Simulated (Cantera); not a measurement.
# Premixed flame

A freely propagating, adiabatic, planar premixed flame of H₂ : O₂ : N₂ = 1 : 0.667 : 3.2 (molar parts), equivalence ratio 0.75, unburnt at 375 K and 3750 Torr; mixture-averaged transport, grid criteria slope 0.08 and curve 0.16, no radiation.

Model: the H2/O2 subset of GRI-Mech 3.0, which has no nitrogen chemistry, integrated in Cantera. The hydrogen kinetics of GRI-Mech 3.0 are dated; newer H2 mechanisms differ, most at raised pressure. Burning velocities carry a grid error of a few per cent, more on coarse grids.

```
z (mm)   T (K)  u (m/s)      x H₂    x O₂    x H₂O₂       x H      x OH     x HO₂
-------  -----  -------  --------  ------  --------  --------  --------  --------
-0.249     375    0.662     0.203   0.137   1.82e-8     <1e-8     <1e-8   1.80e-8
-0.166     377    0.660     0.196   0.139   3.89e-7     <1e-8     <1e-8   3.83e-7
-0.125     384    0.664     0.186   0.140   2.34e-6     <1e-8     <1e-8   2.34e-6
-0.0830    422    0.711     0.160   0.143   2.05e-5     <1e-8     <1e-8   2.33e-5
-0.0415    682     1.10     0.104   0.135  0.000158   6.02e-6   1.16e-5  0.000432
-0.0208   1021     1.63    0.0681   0.113  0.000152  0.000400  0.000324  0.000553
0         1363     2.17    0.0363  0.0836   2.35e-5   0.00200   0.00147  0.000285
0.0208    1580     2.51    0.0167  0.0614   4.41e-6   0.00284   0.00338  0.000149
0.0415    1697     2.69   0.00847  0.0511   2.80e-6   0.00229   0.00456   8.94e-5
0.0830    1800     2.85   0.00355  0.0453   1.62e-6  0.000976   0.00452   4.29e-5
0.166     1857     2.94   0.00126  0.0436   8.24e-7  0.000211   0.00305   1.56e-5
0.332     1879     2.97  0.000342  0.0434   3.66e-7   3.06e-5   0.00169   4.55e-6
0.664     1885     2.98  0.000107  0.0434   1.82e-7   5.94e-6   0.00101   1.77e-6
```
x: mole fraction of selected species; z is measured from the peak of heat release.

The laminar burning velocity comes out as 66.3 cm/s, the thermal thickness is 0.0830 mm and the peak x(H₂O₂) is 0.000183. The peak x(H) is 0.00284. The peak x(OH) comes out as 0.00479 and the peak x(HO₂) comes out as 0.000623.
